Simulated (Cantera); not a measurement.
A freely propagating, adiabatic, planar premixed flame of H2 : O2 : N2 = 1 : 0.312 : 1.06 (molar parts), unburnt at 700 K and 225 Torr; mixture-averaged transport, grid criteria slope 0.08 and curve 0.16, no radiation.

Computed with Cantera and the H2/O2 subset of GRI-Mech 3.0, which has no nitrogen chemistry. Burning velocities carry a grid error of a few per cent, more on coarse grids.

Task: Predict: laminar burning velocity; thermal thickness; peak x(HO2); peak x(H2O2); peak x(H).

Result: 
```json
{
  "laminar_burning_velocity": "1110 cm/s",
  "thermal_thickness": "2.28 mm",
  "peak x(HO2)": "6.99e-5",
  "peak x(H2O2)": "1.04e-6",
  "peak x(H)": "0.134"
}
```
